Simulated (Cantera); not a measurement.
An isothermal, constant-pressure homogeneous reactor starts with 1.21 % H₂, 44.9 % O₂, 53.9 % N₂, equivalence ratio 0.013, at 1175 K and 10.00 Torr.

Detailed kinetics in Cantera: GRI-Mech 3.0 (53 species, 325 reactions). Radical loss at walls, strong at low pressure, is not modelled.

x: mole fraction; the columns are a selection and need not sum to one.

| t (s) | x H₂ | x O₂ | x N₂O | x NO | x NO₂ | x H₂O | x H₂O₂ |
|---|---|---|---|---|---|---|---|
| 4.00e-6 | 0.0121 | 0.449 | <1e-12 | <1e-12 | <1e-12 | <1e-12 | <1e-12 |
| 1.44e-5 | 0.0121 | 0.449 | <1e-12 | <1e-12 | <1e-12 | <1e-12 | <1e-12 |
| 5.20e-5 | 0.0121 | 0.449 | <1e-12 | <1e-12 | <1e-12 | 2.13e-12 | <1e-12 |
| 0.000188 | 0.0121 | 0.449 | <1e-12 | <1e-12 | <1e-12 | 7.30e-11 | <1e-12 |
| 0.000677 | 0.0121 | 0.449 | <1e-12 | <1e-12 | <1e-12 | 1.98e-9 | <1e-12 |
| 0.00244 | 0.0121 | 0.449 | <1e-12 | <1e-12 | <1e-12 | 1.39e-7 | 7.15e-12 |
| 0.00881 | 0.00582 | 0.444 | 1.33e-10 | 2.82e-10 | <1e-12 | 0.00490 | 8.08e-8 |
| 0.0318 | (withheld) | 0.440 | (withheld) | (withheld) | 1.61e-12 | 0.0111 | 2.06e-8 |
| 0.115 | 6.73e-5 | 0.442 | 1.00e-8 | 7.85e-8 | 5.75e-12 | 0.0116 | 2.04e-8 |
| 0.413 | 1.94e-5 | 0.445 | 1.29e-8 | 1.05e-7 | 1.61e-11 | 0.0120 | 1.71e-8 |
| 1.49 | 2.58e-6 | 0.446 | 1.53e-8 | 1.10e-7 | 4.45e-11 | 0.0121 | 8.45e-9 |
| 5.38 | 2.81e-7 | 0.446 | 1.64e-8 | 1.12e-7 | 7.76e-11 | 0.0122 | 2.19e-9 |
| 19.4 | (withheld) | 0.446 | 1.63e-8 | 1.12e-7 | 8.41e-11 | 0.0122 | 4.38e-10 |
| 70.0 | 7.04e-9 | 0.446 | 1.45e-8 | 1.13e-7 | 1.09e-10 | 0.0122 | 9.42e-11 |

Complete the blanks.


- 0.0318, x H₂: 0.000110
- 0.0318, x N₂O: 5.39e-9
- 0.0318, x NO: 2.98e-8
- 19.4, x H₂: 3.82e-8
